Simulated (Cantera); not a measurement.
Input: 1 mol SiHCl3, 0.096 mol HCl, 68 mol N2, held at 1550 °C and 0.00620 bar.

These are equilibrium values from Cantera (NASA tables, ideal gas, pure condensed phases), not measurements of a reactor. The tables' values for SiCl3, SiCl are old estimates; treat these amounts as uncertain. Kinetics and transport are ignored.

```tsv
species	before	after
N2	0.969	0.971
HCl	0.0136	0.0140
SiCl2	0.0140	0.0130
Cl	0.00187	0.000117
Si	1.67e-5	5.15e-8
SiCl4	5.55e-6	0.000253
SiCl	4.44e-5	1.16e-6
H	0.000168	8.67e-6
SiCl3	0.000224	0.00105
H2	0.000930	0.000832
```
Gas species are given as mole fractions.

**Question.** Name the change that produced these shifts.
(A) 0.48 mol NH3 added
(B) temperature from 1550 °C to 1152 °C
(C) HCl from 0.096 to 3.5 mol
(D) temperature from 1550 °C to 1252 °C

**Answer.** D, temperature from 1550 °C to 1252 °C. The tables' values for SiCl3 are old estimates; treat these amounts as uncertain
